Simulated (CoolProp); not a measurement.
Values from CoolProp's reference Helmholtz-energy equation of state, Lemmon 2006. It is a short technical equation, of lower accuracy than the large ones.

### Question
For n-decane, give the phase and the Joule-Thomson coefficient (K/MPa), Prandtl number at 327.85 °C and 0.118 MPa; 327.85 °C and 21 MPa.

### Answer
- 327.85 °C and 0.118 MPa: gas; Joule-Thomson coefficient 9.27, Prandtl number 0.768
- 327.85 °C and 21 MPa: liquid; Joule-Thomson coefficient -0.133, Prandtl number 4.44

Viscosity comes from a separate model (Huber 2004). Thermal conductivity comes from a separate model (Huber 2005).
